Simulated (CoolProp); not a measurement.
A single-stage vapour-compression cycle with isobutene: evaporating at 242.15 K (dew point), condensing at 265.15 K (bubble point), superheat 2 K, subcooling 2 K, compressor efficiency 0.8, no pressure losses. Each further row changes one setting.

Computed with CoolProp (reference Helmholtz-energy equation of state, Lemmon 2005). It is a short technical equation, of lower accuracy than the large ones.

| case | cooling COP | pressure ratio | discharge temperature (K) | refrigerating effect (kJ/kg) | volumetric capacity (kJ/m³) |
|---|---|---|---|---|---|
| as stated | ? | 2.74 | 278.4 | 371 | 372 |
| evaporating temperature 247.15 K | 10.5 | ? | 275.5 | ? | ? |
| condensing temperature 260.15 K | 10.3 | 2.24 | ? | 382 | 383 |
| subcooling 7 K | 8.14 | 2.74 | 278.4 | 382 | 383 |
| superheat 12 K | ? | 2.74 | 288.7 | ? | 370 |
| compressor efficiency 0.7 | ? | 2.74 | 282.6 | 371 | 372 |

Task: What belongs in the gaps?

Result: 
- as stated, cooling COP: 7.91
- evaporating temperature 247.15 K, pressure ratio: 2.16
- evaporating temperature 247.15 K, refrigerating effect (kJ/kg): 377
- evaporating temperature 247.15 K, volumetric capacity (kJ/m³): 472
- condensing temperature 260.15 K, discharge temperature (K): 271.4
- superheat 12 K, cooling COP: 7.87
- superheat 12 K, refrigerating effect (kJ/kg): 385
- compressor efficiency 0.7, cooling COP: 6.92
